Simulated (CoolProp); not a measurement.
Model: reference Helmholtz-energy equation of state, Lemmon 2006, in CoolProp. It is a short technical equation, of lower accuracy than the large ones.

**Question.** For isopentane, give the phase and the Z, isothermal compressibility (1/MPa) at 164.6 K and 3.62 MPa; 224.2 K and 3.62 MPa.

**Answer.** 
- 164.6 K and 3.62 MPa: liquid; Z 0.257, isothermal compressibility 0.000662
- 224.2 K and 3.62 MPa: liquid; Z 0.204, isothermal compressibility 0.00108
